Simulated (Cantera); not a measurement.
# Adiabatic ignition

An adiabatic, constant-pressure homogeneous reactor starts with 9.01 % CH4, 0.468 % H2, 19.0 % O2, 71.5 % N2, equivalence ratio 0.96, at 1375 K and 18800 Torr.

Cantera simulation using GRI-Mech 3.0 (53 species, 325 reactions); the numbers are that mechanism's predictions, not measurements. The pressure lies above the range GRI-Mech 3.0 was tuned for (to about 10 atm).

```
t (s)     T (K)   x CH4     x H2    x O2      x NO    x C2H2
--------  -----  ------  -------  ------  --------  --------
1.00e-6    1375  0.0901  0.00468   0.190    <1e-12    <1e-12
3.30e-6    1375  0.0901  0.00468   0.190    <1e-12    <1e-12
1.09e-5    1375  0.0901  0.00468   0.190    <1e-12    <1e-12
3.58e-5    1376  0.0898  0.00466   0.190    <1e-12  2.42e-10
0.000118   1398  0.0861  0.00481   0.187  3.06e-12   1.47e-7
0.000389   2871  <1e-12  0.00786  0.0148   0.00857    <1e-12
0.00128    2868  <1e-12  0.00792  0.0143   0.00994    <1e-12
0.00423    2868  <1e-12  0.00792  0.0143   0.00994    <1e-12
0.0140     2868  <1e-12  0.00792  0.0143   0.00994    <1e-12
0.0460     2868  <1e-12  0.00792  0.0143   0.00994    <1e-12
0.152      2868  <1e-12  0.00792  0.0143   0.00994    <1e-12
0.500      2868  <1e-12  0.00792  0.0143   0.00994    <1e-12
```
x: mole fraction; the columns are a selection and need not sum to one.

The time of steepest temperature rise is 0.176 ms and the temperature at 0.500 s is 2868 K. The equilibrium temperature is 2868 K. The x(CH4) at 0.500 s is <1e-12 (gas-phase equilibrium <1e-12) and the x(H2) at 0.500 s comes out as 0.00792 (gas-phase equilibrium 0.00792). The x(O2) at 0.500 s is 0.0143 (gas-phase equilibrium 0.0143).
